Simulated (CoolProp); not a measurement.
n-decane along the isotherm 346.85 °C: fugacity coefficient from the reference equation and from simpler models built on Tc = 344.5 °C, pc = 2.101 MPa, ω = 0.488; each cubic takes its own stable root.

Computed with CoolProp (reference Helmholtz-energy equation of state, Lemmon 2006). It is a short technical equation, of lower accuracy than the large ones.

| p (MPa) | phase | reference |
|---|---|---|
| 0.394 | gas | 0.9349 |
| 0.788 | gas | 0.8708 |
| 1.18 | gas | 0.8075 |
| 1.58 | gas | 0.7427 |
| 1.97 | gas | 0.6772 |
| 2.36 | supercritical | 0.5983 |
| 2.76 | supercritical | 0.5279 |
| 3.15 | supercritical | 0.4759 |

How far does each simpler model (van der Waals, Redlich-Kwong, Soave-Redlich-Kwong, Peng-Robinson) lie from the reference over these 8 states: mean and median of the absolute difference, and the worst?


- van der Waals: mean 6.0 %, median 5.7 %, worst +11.7 % at 346.85 °C and 3.15 MPa
- Redlich-Kwong: mean 2.4 %, median 2.0 %, worst +5.3 % at 346.85 °C and 3.15 MPa
- Soave-Redlich-Kwong: mean 2.6 %, median 2.1 %, worst +5.8 % at 346.85 °C and 3.15 MPa
- Peng-Robinson: mean 0.7 %, median 0.8 %, worst +1.1 % at 346.85 °C and 3.15 MPa
